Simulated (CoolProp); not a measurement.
The numbers come from the reference Helmholtz-energy equation of state, Lemmon 2006 in CoolProp. It is a short technical equation, of lower accuracy than the large ones.

Question: Give the vapour pressure (bar), vapour density (kg/m³), enthalpy of vaporisation (kJ/kg), liquid cp (kJ/(kg K)) of saturated carbon monoxide at 96.3, 123.5 K.

Answer: 
```csv
T (K),p (bar),vapour density (kg/m³),enthalpy of vaporisation (kJ/kg),liquid cp (kJ/(kg K))
96.3,4.10,16.1,191,2.25
123.5,22.4,99.2,114,3.73
```
